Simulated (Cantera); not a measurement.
Cantera run, input and output.

```python
import numpy as np
import cantera as ct

gas = ct.Solution("gri30.yaml")
gas.TPX = 1450, 100000, {'CH4': 1, 'O2': 1.82, 'N2': 12.5}
reactor = ct.IdealGasConstPressureReactor(gas, energy="on", clone=False)
net = ct.ReactorNet([reactor])
net.rtol, net.atol = 1e-08, 1e-16
show = ['CH4', 'O2', 'CO2', 'HO2', 'HCO']
times = np.geomspace(2e-06, 3, 14)

steps = ct.SolutionArray(gas, extra=["t"])
rows = []
print(f"{'t/s':>10s}{'T/K':>9s}{'P/Pa':>11s}" + "".join(f"{s:>11s}" for s in show))
for t in times:
    while net.time < t:
        t_next = net.step()
        steps.append(gas.state, t=t_next)
    rows.append([np.interp(t, steps.t, y) for y in (steps.T, steps.P, *steps(*show).X.T)])
    print(f"{t:10.3e}{rows[-1][0]:9.1f}{rows[-1][1]:11.4g}" + "".join(f"{x:11.3e}" for x in rows[-1][2:]))
rate = np.gradient(steps.T, steps.t)
print("integrator steps:", len(steps.t))
if steps.T.max() > steps.T[0] + 200:
    print(f"time of steepest temperature rise: {steps.t[rate.argmax()]:.4e} s")
gas.TPX = 1450, 100000, {'CH4': 1, 'O2': 1.82, 'N2': 12.5}
gas.equilibrate("HP")
print(f"equilibrium (HP): T = {gas.T:.1f} K  " + "  ".join(f"{s} {gas[s].X[0]:.3e}" for s in show))
```

It prints:

```
       t/s      T/K       P/Pa        CH4         O2        CO2        HO2        HCO
 2.000e-06   1450.0      1e+05  6.527e-02  1.188e-01  3.220e-15  3.453e-08  9.160e-16
 5.972e-06   1450.0      1e+05  6.527e-02  1.188e-01  6.694e-14  1.024e-07  1.006e-14
 1.783e-05   1450.0      1e+05  6.527e-02  1.188e-01  1.023e-12  2.981e-07  1.036e-13
 5.325e-05   1450.0      1e+05  6.527e-02  1.188e-01  2.192e-11  8.225e-07  1.140e-12
 1.590e-04   1450.0      1e+05  6.526e-02  1.188e-01  7.756e-10  1.874e-06  1.728e-11
 4.747e-04   1450.1      1e+05  6.519e-02  1.188e-01  4.356e-08  2.325e-06  4.708e-10
 1.418e-03   1452.7      1e+05  6.445e-02  1.183e-01  1.698e-06  6.167e-06  1.178e-08
 4.233e-03   2410.9      1e+05  4.398e-16  6.855e-03  3.659e-02  1.168e-06  1.885e-08
 1.264e-02   2490.5      1e+05  7.678e-16  3.644e-03  4.039e-02  7.086e-07  8.495e-09
 3.774e-02   2486.1      1e+05  8.298e-16  3.369e-03  4.013e-02  6.605e-07  8.563e-09
 1.127e-01   2485.7      1e+05  8.357e-16  3.345e-03  4.010e-02  6.562e-07  8.570e-09
 3.365e-01   2485.7      1e+05  8.357e-16  3.345e-03  4.010e-02  6.562e-07  8.570e-09
 1.005e+00   2485.7      1e+05  8.357e-16  3.345e-03  4.010e-02  6.562e-07  8.570e-09
 3.000e+00   2485.7      1e+05  8.357e-16  3.345e-03  4.010e-02  6.562e-07  8.570e-09
integrator steps: 2039
time of steepest temperature rise: 3.5635e-03 s
equilibrium (HP): T = 2485.7 K  CH4 1.042e-15  O2 3.345e-03  CO2 4.010e-02  HO2 6.562e-07  HCO 8.570e-09
```

Computed with Cantera and GRI-Mech 3.0 (53 species, 325 reactions).
